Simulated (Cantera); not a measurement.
Input (Python, Cantera):

```python
import numpy as np
import cantera as ct

gas = ct.Solution("gri30.yaml")
gas.TPX = 1325, 2100, {'H2': 0.011, 'O2': 1}
inlet = ct.Reservoir(gas, clone=True)

reactor = ct.IdealGasConstPressureReactor(gas, energy="off", clone=False)
exhaust = ct.Reservoir(gas, clone=True)
tau = [2, 1.1, 0.55, 0.29, 0.15, 0.077, 0.04, 0.021, 0.011, 0.0056][0]
for a, b in ((inlet, reactor), (reactor, exhaust)):
    ct.MassFlowController(a, b, mdot=lambda t: reactor.mass / tau)
net = ct.ReactorNet([reactor])
show = ['H2', 'O2', 'H', 'OH', 'H2O']

rows = []
print(f"{'tau/s':>10s}{'T/K':>9s}" + "".join(f"{s:>11s}" for s in show))
for tau in [2, 1.1, 0.55, 0.29, 0.15, 0.077, 0.04, 0.021, 0.011, 0.0056]:
    net.initial_time = 0.0
    net.advance(30 * tau)
    before = gas.X
    net.advance(40 * tau)
    drift = np.max(np.abs(gas.X - before) / (gas.X + 1e-9))
    rows.append([gas.T, *gas[show].X, drift])
    print(f"{tau:10.3e}{gas.T:9.1f}" + "".join(f"{x:11.3e}" for x in gas[show].X))
```

Result:

```
     tau/s      T/K         H2         O2          H         OH        H2O
 2.000e+00   1325.0  1.773e-05  9.876e-01  1.957e-05  4.588e-04  1.067e-02
 1.100e+00   1325.0  2.495e-05  9.870e-01  3.333e-05  5.483e-04  1.061e-02
 5.500e-01   1325.0  3.695e-05  9.861e-01  5.954e-05  6.666e-04  1.052e-02
 2.900e-01   1325.0  5.311e-05  9.850e-01  9.684e-05  7.866e-04  1.042e-02
 1.500e-01   1325.0  7.766e-05  9.838e-01  1.498e-04  9.160e-04  1.030e-02
 7.700e-02   1325.0  1.162e-04  9.825e-01  2.152e-04  1.048e-03  1.015e-02
 4.000e-02   1325.0  1.783e-04  9.814e-01  2.841e-04  1.178e-03  9.985e-03
 2.100e-02   1325.0  2.833e-04  9.806e-01  3.510e-04  1.316e-03  9.773e-03
 1.100e-02   1325.0  4.685e-04  9.802e-01  4.157e-04  1.479e-03  9.470e-03
 5.600e-03   1325.0  8.144e-04  9.802e-01  4.798e-04  1.689e-03  8.984e-03
```

Model: GRI-Mech 3.0 (53 species, 325 reactions), integrated in Cantera. Radical loss at walls, strong at low pressure, is not modelled.
